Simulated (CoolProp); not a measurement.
Computed with CoolProp (reference Helmholtz-energy equation of state, Marx 1992).

### Question
For R113, give the phase and the density (kg/m³), expansivity (1/kK) at 500 K and 1.21 MPa.

### Answer
- 500 K and 1.21 MPa: gas; density 61.9, expansivity 3.04
